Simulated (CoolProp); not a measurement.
R141b along the isobar 7.33 bar: fugacity coefficient from the reference equation and from simpler models built on Tc = 477.5 K, pc = 42.12 bar, ω = 0.220; each cubic takes its own stable root.

Values from CoolProp's reference Helmholtz-energy equation of state, Lemmon 2006. It is a short technical equation, of lower accuracy than the large ones.

```
T (K)  phase  reference  Soave-Redlich-Kwong  Peng-Robinson
-----  -----  ---------  -------------------  -------------
422.9    gas     0.9155               0.9137         0.9069
432.7    gas     0.9218               0.9196         0.9129
442.5    gas     0.9274               0.9251         0.9185
452.4    gas     0.9326               0.9301         0.9236
462.2    gas     0.9372               0.9348         0.9284
472      gas     0.9414               0.9391         0.9328
481.8    gas     0.9453               0.9430         0.9368
491.7    gas     0.9489               0.9467         0.9407
```
